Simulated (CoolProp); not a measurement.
A single-stage vapour-compression cycle with the fluid: evaporating at 197.15 K (dew point), condensing at 255.15 K (bubble point), superheat 5 K, subcooling 5 K, compressor efficiency 0.9, no pressure losses. The same conditions are run with several fluids, on thermodynamics alone (safety and materials aside).

Values from CoolProp's reference Helmholtz-energy equation of state of each fluid (R22: Kamei 1995; hydrogen chloride: Thol 2018; ethylene: Smukala 2000; nitrous oxide: Lemmon 2006; hydrogen sulfide: Lemmon 2006).

Question: Rank R22, hydrogen chloride, ethylene, nitrous oxide, hydrogen sulfide by cooling COP, highest first.

Answer: R22 (2.45), hydrogen sulfide (2.33), nitrous oxide (2.25), hydrogen chloride (2.23), ethylene (2.12)

```tsv
fluid	pressure ratio	discharge temperature (K)	refrigerating effect (kJ/kg)	volumetric capacity (kJ/m³)
R22	19.3	338.1	200	142
hydrogen chloride	9.54	402.3	347	1280
ethylene	6.58	319.3	297	2180
nitrous oxide	9.43	352.2	268	1480
hydrogen sulfide	13.8	403.6	463	404
```
